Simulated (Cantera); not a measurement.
A perfectly stirred reactor is fed with CH4 : O2 : N2 = 1 : 1.67 : 4.5 (molar parts), at 5.00 bar; it is adiabatic with a 625 K inlet, and is followed from long to short residence time, starting on the burning branch (τ in s: 0.1, 0.031, 0.0099, 0.0031, 0.00097, 0.00031, 9.6e-05, 3e-05, 9.5e-06).

Model: GRI-Mech 3.0 (53 species, 325 reactions), integrated in Cantera.

### Question
What does this change do: inlet temperature 625 to 500 K?

### Answer
| quantity | before | after |
|---|---|---|
| blow-out, bracketed by the residence times tried | burning at 9.50 µs, the shortest tried | burning at 30.0 µs, out at 9.50 µs |
| x(CH4) at τ = 0.100 s | 4.93e-7 | 8.14e-7 |
| x(O2) at τ = 0.100 s | 0.00125 | 0.000749 |
| x(OH) at τ = 0.100 s | 0.00592 | 0.00435 |
| x(C2H6) at τ = 0.100 s | <1e-12 | <1e-12 |
| x(HO2) at τ = 0.100 s | 9.47e-7 | 5.57e-7 |
| x(CH4) at τ = 0.970 ms | 3.56e-5 | 4.77e-5 |
| x(O2) at τ = 0.970 ms | 0.00237 | 0.00198 |
| x(OH) at τ = 0.970 ms | 0.00732 | 0.00603 |
| x(C2H6) at τ = 0.970 ms | 2.63e-10 | 6.34e-10 |
| x(HO2) at τ = 0.970 ms | 1.77e-6 | 1.48e-6 |

### Question
What does this change do: pressure from 5.00 bar to 2.90 bar?

### Answer
```
quantity                                                                          before                               after
------------------------------------------------  --------------------------------------  ----------------------------------
blow-out, bracketed by the residence times tried  burning at 9.50 µs, the shortest tried  burning at 30.0 µs, out at 9.50 µs
x(CH4) at τ = 0.100 s                                                            4.93e-7                             6.43e-7
x(O2) at τ = 0.100 s                                                             0.00125                             0.00171
x(OH) at τ = 0.100 s                                                             0.00592                             0.00690
x(C2H6) at τ = 0.100 s                                                            <1e-12                              <1e-12
x(HO2) at τ = 0.100 s                                                            9.47e-7                             9.92e-7
x(CH4) at τ = 0.970 ms                                                           3.56e-5                             4.29e-5
x(O2) at τ = 0.970 ms                                                            0.00237                             0.00352
x(OH) at τ = 0.970 ms                                                            0.00732                             0.00897
x(C2H6) at τ = 0.970 ms                                                         2.63e-10                            2.64e-10
x(HO2) at τ = 0.970 ms                                                           1.77e-6                             2.00e-6
```
